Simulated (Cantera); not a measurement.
A closed system holds: 1 mol Si2H6, 0.37 mol O3, 0.73 mol H2, 0.5 mol NO, held at 0.0100 bar.

These are equilibrium values from Cantera (NASA tables, ideal gas, pure condensed phases), not measurements of a reactor. Candidate condensed phases: H2O, Si, SiO2, Si2N2O, Si3N4; 35 gas species. The feed counts by its element totals alone. Mutual solubility and eutectic melting of coexisting phases are not modelled. The tables hold silica as quartz up to 1696 K and as liquid above; real silica turns to tridymite and cristobalite and melts near 1996 K. Gases not in the tables: Si2H6 and higher silanes. Equilibrium is a limit: real reactors are often held back by kinetics, nucleation or transport.

### Question
Which condensed phases are stable at each of these points (T (°C)): 277, 377, 477, 577, 677, 777, 877, 977, 1077, 1177, 1277, 1377, 1477, 1577?

### Answer
```tsv
T (°C)	condensed phases	Si condensed (%)
277	Si(s) + SiO2(α-quartz) + Si2N2O(s)	100.0
377	Si(s) + SiO2(α-quartz) + Si2N2O(s)	100.0
477	Si(s) + SiO2(α-quartz) + Si2N2O(s)	100.0
577	Si(s) + SiO2(β-quartz) + Si2N2O(s)	100.0
677	Si(s) + SiO2(β-quartz) + Si2N2O(s)	100.0
777	Si(s) + SiO2(β-quartz) + Si2N2O(s)	100.0
877	Si(s) + SiO2(β-quartz) + Si2N2O(s)	100.0
977	Si(s) + SiO2(β-quartz) + Si2N2O(s)	100.0
1077	Si(s) + SiO2(β-quartz) + Si2N2O(s)	99.5
1177	Si(s) + SiO2(β-quartz) + Si2N2O(s)	96.2
1277	Si(s) + SiO2(β-quartz) + Si2N2O(s)	73.4
1377	Si(s) + Si2N2O(s)	31.8
1477	Si(l) + Si2N2O(s)	26.6
1577	Si(l)	19.3
```

From 277 °C to 477 °C the condensed part is Si(s) + SiO2(α-quartz) + Si2N2O(s). From 577 °C to 1277 °C the condensed part is Si(s) + SiO2(β-quartz) + Si2N2O(s). At 1377 °C the condensed part is Si(s) + Si2N2O(s). At 1477 °C the condensed part is Si(l) + Si2N2O(s). At 1577 °C the condensed part is Si(l).
